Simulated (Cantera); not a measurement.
A closed system holds: 1 mol Pb, 49 mol H₂, at 0.000340 bar.

These are equilibrium values from Cantera (NASA tables, ideal gas, pure condensed phases), not measurements of a reactor. Candidate condensed phases: Pb; 4 gas species. Kinetics and transport are ignored.

x: gas mole fraction; n: condensed amount in mol.

```tsv
T (K)	x H₂	x Pb	x H	x Pb₂	n Pb(s)	n Pb(l)
598	1.00	1.33e-8	<1e-12	<1e-12	1.000	0
698	1.000	2.99e-6	1.23e-12	<1e-12	0	1.000
798	1.000	0.000168	1.45e-10	?	0	0.992
898	0.996	0.00381	5.92e-9	?	0	0.813
998	0.980	0.0200	1.15e-7	?	0	0
1098	0.980	0.0200	1.33e-6	?	0	0
1198	0.980	0.0200	1.02e-5	?	0	0
1298	0.980	0.0200	5.75e-5	?	0	0
1398	0.980	0.0200	0.000254	?	0	0
1498	0.979	0.0200	0.000922	?	0	0
```

Q: Some entries are withheld; supply them.

A: 
- 798, x Pb₂: 1.16e-11
- 898, x Pb₂: 2.18e-9
- 998, x Pb₂: 2.68e-8
- 1098, x Pb₂: 1.38e-8
- 1198, x Pb₂: 7.96e-9
- 1298, x Pb₂: 4.98e-9
- 1398, x Pb₂: 3.32e-9
- 1498, x Pb₂: 2.33e-9
